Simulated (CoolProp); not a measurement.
Vapour-liquid equilibrium of R134a (1) + R124 (2) at 259.9 K; x and y are mole fractions of (1).

Model: multi-fluid Helmholtz-energy mixture model, Tillner-Roth 1994 and de Vries 1995; pair parameters Bell 2016, in CoolProp.

**Question.** Give the bubble pressure and the first vapour's composition at x = 0.35, 0.65, 0.725. Is there an azeotrope?

**Answer.** x = 0.35: 130.4 kPa, y = 0.504; x = 0.65: 153.8 kPa, y = 0.758; x = 0.725: 159.0 kPa, y = 0.812. No azeotrope shows between x = 0.05 and 0.95.

The pair parameters rest on a limited set of measurements; away from them the model extrapolates.
